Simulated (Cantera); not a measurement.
A perfectly stirred reactor is fed with H₂ : O₂ : N₂ = 1.8 : 1 : 3.2 (molar parts), equivalence ratio 0.90, at 100.0 Torr; it is held at 1173 K, and followed from long to short residence time.

Detailed kinetics in Cantera: GRI-Mech 3.0 (53 species, 325 reactions). The temperature is held fixed by assumption; the heat of reaction is taken as removed at once.

Problem. What does this change do: temperature 1173 to 1350 K?

Solution. 
```csv
quantity,before,after
x(H₂) at τ = 2.70 s,0.000702,0.000877
x(O₂) at τ = 2.70 s,0.0199,0.0198
x(NO) at τ = 2.70 s,2.48e-7,1.08e-6
x(HO₂) at τ = 2.70 s,2.99e-6,1.69e-6
x(OH) at τ = 2.70 s,0.000334,0.000735
x(H₂) at τ = 22.0 ms,0.0122,0.0142
x(O₂) at τ = 22.0 ms,0.0261,0.0266
x(NO) at τ = 22.0 ms,2.60e-6,6.90e-6
x(HO₂) at τ = 22.0 ms,6.93e-6,5.04e-6
x(OH) at τ = 22.0 ms,0.00163,0.00345
```

Problem. What does this change do: pressure from 100.0 Torr to 0.590 bar?

Solution. 
| quantity | before | after |
|---|---|---|
| x(H₂) at τ = 2.70 s | 0.000702 | 0.000278 |
| x(O₂) at τ = 2.70 s | 0.0199 | 0.0197 |
| x(NO) at τ = 2.70 s | 2.48e-7 | 1.24e-7 |
| x(HO₂) at τ = 2.70 s | 2.99e-6 | 5.24e-6 |
| x(OH) at τ = 2.70 s | 0.000334 | 7.39e-5 |
| x(H₂) at τ = 22.0 ms | 0.0122 | 0.00487 |
| x(O₂) at τ = 22.0 ms | 0.0261 | 0.0219 |
| x(NO) at τ = 22.0 ms | 2.60e-6 | 4.82e-7 |
| x(HO₂) at τ = 22.0 ms | 6.93e-6 | 2.23e-5 |
| x(OH) at τ = 22.0 ms | 0.00163 | 0.000471 |
